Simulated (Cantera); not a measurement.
**Gas-phase reforming**

An isothermal, constant-pressure homogeneous reactor starts with CH4 : CO2 : H2 = 1 : 1.4 : 0.23 (molar parts), at 1250 K and 4130 Torr.

Cantera simulation using GRI-Mech 3.0 (53 species, 325 reactions); the numbers are that mechanism's predictions, not measurements.

```tsv
t (s)	x CH4	x CO2	x H2	x O2	x OH	x CH3
0.000500	0.380	0.532	0.0875	<1e-12	2.25e-11	9.02e-7
0.00126	0.380	0.532	0.0875	<1e-12	3.53e-11	1.42e-6
0.00316	0.380	0.532	0.0874	<1e-12	3.78e-11	1.52e-6
0.00793	0.380	0.532	0.0874	<1e-12	3.84e-11	1.54e-6
0.0199	0.380	0.532	0.0874	<1e-12	3.97e-11	1.59e-6
0.0501	0.380	0.532	0.0874	<1e-12	4.24e-11	1.70e-6
0.126	0.380	0.532	0.0873	<1e-12	4.72e-11	1.87e-6
0.316	0.380	0.531	0.0870	<1e-12	5.29e-11	2.03e-6
0.795	0.378	0.529	0.0863	<1e-12	5.92e-11	2.11e-6
2.00	0.376	0.525	0.0846	<1e-12	7.33e-11	2.19e-6
5.02	0.369	0.513	0.0803	<1e-12	1.12e-10	2.37e-6
12.6	0.353	0.483	0.0697	<1e-12	2.22e-10	2.68e-6
31.7	0.315	0.423	0.0546	<1e-12	5.06e-10	3.04e-6
79.6	0.252	0.344	0.0536	<1e-12	1.15e-9	3.62e-6
200	0.233	0.314	0.0600	<1e-12	1.40e-9	3.81e-6
```
x: mole fraction; the columns are a selection and need not sum to one.

Equilibrium at this temperature and pressure: CH4 0.00344, CO2 0.0379, H2 0.426, O2 <1e-12, OH 1.72e-10, CH3 2.12e-8 (gas phase only).
